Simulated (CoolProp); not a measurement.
Saturated liquid density (kg/m³) of normal hydrogen: the reference equation beside estimates from Tc = 33.1 K, pc = 12.96 bar, ω = -0.219. Rackett uses Z = 0.29056 − 0.08775 ω.

Values from CoolProp's reference Helmholtz-energy equation of state, Leachman 2009.

```
T (K)   reference     Rackett  van der Waals  Redlich-Kwong  Soave-Redlich-Kwong  Peng-Robinson
-----  ----------  ----------  -------------  -------------  -------------------  -------------
19          72.35       76.72          59.50          87.84                81.48     (withheld)
20.9        70.23       73.93          57.21          83.89                77.58          87.36
22.8   (withheld)       70.93     (withheld)          79.47                73.35          82.64
24.7        65.16       67.65     (withheld)          74.49                68.71          77.40
26.6   (withheld)  (withheld)          48.72          68.79                63.51          71.49
28.5        58.27       59.73          45.01          62.10                57.54     (withheld)
30.4        53.36       54.41          40.39          53.83                50.31          56.25
32.3        45.33       46.16          33.57          41.97           (withheld)          44.31
```

Complete the blanks.


- 19, Peng-Robinson: 91.67
- 22.8, reference: 67.86
- 22.8, van der Waals: 54.69
- 24.7, van der Waals: 51.90
- 26.6, reference: 62.04
- 26.6, Rackett: 63.98
- 28.5, Peng-Robinson: 64.63
- 32.3, Soave-Redlich-Kwong: 40.08

Absolute difference from the reference over all 8 rows, mean and median: Rackett 3.6 and 3.5 %, van der Waals 21.3 and 20.9 %, Redlich-Kwong 12.3 and 12.6 %, Soave-Redlich-Kwong 7.2 and 6.9 %, Peng-Robinson 15.7 and 17.0 %.
